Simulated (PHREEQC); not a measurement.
**Acid rinse or clean: an equilibrium model**

Consider water at 20 °C with 0.0021 mol/kgw HNO3, 9e-05 mol/kgw AlCl3 and 0.051 mol/kgw MgCl2. Closed to the air; pH follows from the charge balance.

All values are PHREEQC results (ion-association model, phreeqc.dat), not measurements.

Precipitation was switched off in this run.

### Question
Estimate the pH.

### Answer
pH 2.77.

Complexes and solids missing from the database can't appear.
